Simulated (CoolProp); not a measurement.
R141b along the isobar 1.01 bar: fugacity coefficient from the reference equation and from simpler models built on Tc = 477.5 K, pc = 42.12 bar, ω = 0.220; each cubic takes its own stable root.

Model: reference Helmholtz-energy equation of state, Lemmon 2006, in CoolProp. It is a short technical equation, of lower accuracy than the large ones.

```json
[
 {"T (K)": "179.1", "phase": "liquid", "reference": "0.0002250"},
 {"T (K)": "204", "phase": "liquid", "reference": "0.003188"},
 {"T (K)": "228.9", "phase": "liquid", "reference": "0.02308"},
 {"T (K)": "253.8", "phase": "liquid", "reference": "0.1058"},
 {"T (K)": "278.6", "phase": "liquid", "reference": "0.3489"},
 {"T (K)": "303.5", "phase": "liquid", "reference": "0.9115"},
 {"T (K)": "328.4", "phase": "gas", "reference": "0.9722"},
 {"T (K)": "353.3", "phase": "gas", "reference": "0.9786"},
 {"T (K)": "378.2", "phase": "gas", "reference": "0.9831"}
]
```

Q: How far does each simpler model (Redlich-Kwong, Soave-Redlich-Kwong) lie from the reference over these 9 states: mean and median of the absolute difference, and the worst?

A: 
- Redlich-Kwong: mean 70.3 %, median 77.5 %, worst +175.1 % at 179.1 K and 1.01 bar
- Soave-Redlich-Kwong: mean 3.2 %, median 0.4 %, worst +17.1 % at 179.1 K and 1.01 bar

At some of these states Redlich-Kwong gives the other phase, because its saturation line lies elsewhere.
